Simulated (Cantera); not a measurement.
A freely propagating, adiabatic, planar premixed flame of H₂ : O₂ : N₂ = 1 : 0.704 : 2.68 (molar parts), unburnt at 325 K and 4.40 bar; unity-Lewis-number transport, grid criteria slope 0.08 and curve 0.16, no radiation.

Cantera simulation using the H2/O2 subset of GRI-Mech 3.0, which has no nitrogen chemistry; the numbers are that mechanism's predictions, not measurements. The hydrogen kinetics of GRI-Mech 3.0 are dated; newer H2 mechanisms differ, most at raised pressure. Unity Lewis numbers drop preferential diffusion, which matters most where H2 and H carry the flame. Burning velocities carry a grid error of a few per cent, more on coarse grids.

x: mole fraction of selected species; z is measured from the peak of heat release.

| z (mm) | T (K) | u (m/s) | x H₂ | x O₂ | x OH | x HO₂ | x H | x H₂O₂ |
|---|---|---|---|---|---|---|---|---|
| -0.161 | 325 | 1.27 | 0.228 | 0.161 | <1e-8 | [?] | <1e-8 | 7.79e-8 |
| -0.107 | 326 | 1.27 | 0.228 | 0.161 | <1e-8 | [?] | <1e-8 | 6.37e-7 |
| -0.0805 | 330 | 1.29 | 0.228 | 0.160 | <1e-8 | [?] | <1e-8 | 2.57e-6 |
| -0.0537 | 360 | 1.40 | 0.224 | 0.159 | 1.05e-7 | [?] | <1e-8 | 1.50e-5 |
| -0.0268 | 634 | 2.43 | 0.194 | 0.144 | 3.65e-5 | [?] | 1.74e-5 | 6.81e-5 |
| -0.0134 | 1014 | 3.79 | 0.145 | 0.121 | 0.000727 | [?] | 0.00166 | 6.47e-5 |
| 0 | 1408 | 5.12 | 0.0776 | 0.0886 | 0.00360 | [?] | 0.00994 | 1.78e-5 |
| 0.0134 | 1651 | 5.90 | 0.0331 | 0.0657 | 0.00804 | [?] | 0.0131 | 5.56e-6 |
| 0.0268 | 1779 | 6.29 | 0.0175 | 0.0569 | 0.0102 | [?] | 0.00956 | 3.50e-6 |
| 0.0537 | 1898 | 6.65 | 0.00904 | 0.0530 | 0.00992 | [?] | 0.00425 | 2.07e-6 |
| 0.107 | 1979 | 6.89 | 0.00422 | 0.0518 | 0.00755 | [?] | 0.00127 | 1.22e-6 |
| 0.215 | 2022 | 7.02 | 0.00161 | 0.0517 | 0.00495 | [?] | 0.000289 | 6.94e-7 |
| 0.430 | 2041 | 7.07 | 0.000588 | 0.0519 | 0.00312 | [?] | 6.47e-5 | 4.03e-7 |

**Question.** Some entries are withheld; supply them.

**Answer.** 
- -0.161, x HO₂: 1.57e-7
- -0.107, x HO₂: 1.30e-6
- -0.0805, x HO₂: 5.50e-6
- -0.0537, x HO₂: 3.95e-5
- -0.0268, x HO₂: 0.000478
- -0.0134, x HO₂: 0.000593
- 0, x HO₂: 0.000297
- 0.0134, x HO₂: 0.000164
- 0.0268, x HO₂: 0.000108
- 0.0537, x HO₂: 6.15e-5
- 0.107, x HO₂: 2.89e-5
- 0.215, x HO₂: 1.16e-5
- 0.430, x HO₂: 4.96e-6
